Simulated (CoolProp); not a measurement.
Properties of R1336mzz(E) along the isotherm 410 K (Tc = 403.5 K, pc = 2.779 MPa, ω = 0.413).

Values from CoolProp's reference Helmholtz-energy equation of state, Akasaka 2023.

| p (MPa) | phase | Z | cp (kJ/(kg K)) | isothermal compressibility (1/MPa) |
|---|---|---|---|---|
| 0.018 | gas | 0.9978 | 0.9092 | 55.68 |
| 0.0281 | gas | 0.9966 | 0.9097 | 35.71 |
| 0.0437 | gas | 0.9946 | 0.9105 | 23.01 |
| 0.068 | gas | 0.9916 | 0.9118 | 14.83 |
| 0.106 | gas | 0.9869 | 0.9138 | 9.560 |
| 0.165 | gas | 0.9796 | 0.9171 | 6.188 |
| 0.257 | gas | 0.9680 | 0.9224 | 4.022 |
| 0.4 | gas | 0.9496 | 0.9313 | 2.637 |
| 0.623 | gas | 0.9202 | 0.9471 | 1.751 |
| 0.97 | gas | 0.8721 | 0.9777 | 1.195 |
| 1.51 | gas | 0.7899 | 1.049 | 0.8682 |
| 2.35 | gas | 0.6300 | 1.344 | 0.7945 |
| 3.66 | supercritical | 0.2324 | 2.260 | 0.2242 |
| 5.7 | supercritical | 0.3029 | 1.477 | 0.04328 |

The peak of cp marks the crossing from liquid-like to gas-like fluid above the critical point.
